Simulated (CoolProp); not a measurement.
A Linde-Hampson liquefier for carbon monoxide: isothermal reversible compression at 250 K from 1 atm to 30 MPa, throttling to 1 atm, return gas leaving the recuperator 0 K below the feed. Each further row changes one setting.

Values from CoolProp's reference Helmholtz-energy equation of state, Lemmon 2006. It is a short technical equation, of lower accuracy than the large ones.

| case | liquid yield per pass | compression work (kJ/kg of gas) |
|---|---|---|
| as stated | 0.167 | 415 |
| high pressure 60 MPa | 0.155 | 481 |
| warm-end temperature 280 K | 0.124 | 472 |
| warm-end gap 5 K | 0.156 | 415 |
